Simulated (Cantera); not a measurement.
**Abatement and gas-phase synthesis: CS2 + O2 + H2**

Charge: 1 mol CS2, a varied amount of O2, 6.9 mol H2, at 2025 K and 0.770 bar.

Equilibrium computed with Cantera from the NASA thermochemical tables; the gas is ideal and each condensed phase is pure. Candidate condensed phases: C, C6H6, C7H8, C8H18, H2O, H2SO4, S; 123 gas species. Rates play no part.

From 0.27 mol O2 to 2.3 mol O2 nothing is condensed. The main C-bearing gas is CO throughout.

```
n(O2) (mol)   x H2    x H2O    x CO   x H2S    x S2    x CS2     x CO2    x SH     x SO2
-----------  -----  -------  ------  ------  ------  -------  --------  ------  --------
0.27         0.767  1.15e-5  0.0655  0.0657  0.0313   0.0467   2.10e-7  0.0117  1.81e-12
0.6          0.691   0.0224   0.116  0.0855  0.0653  7.93e-5  0.000804  0.0160   1.22e-5
0.94         0.620   0.0971   0.112  0.0784  0.0681  1.67e-5   0.00376  0.0155  0.000290
1.3          0.548    0.174   0.108  0.0706  0.0706  8.24e-6   0.00733  0.0149   0.00121
1.6          0.491    0.234   0.104  0.0639  0.0723  5.40e-6    0.0107  0.0142   0.00278
2            0.419    0.310  0.0986  0.0550  0.0734  3.35e-6    0.0156  0.0133   0.00670
2.3          0.370    0.360  0.0940  0.0485  0.0731  2.41e-6    0.0195  0.0124    0.0116
```
x: gas mole fraction; nothing condenses.
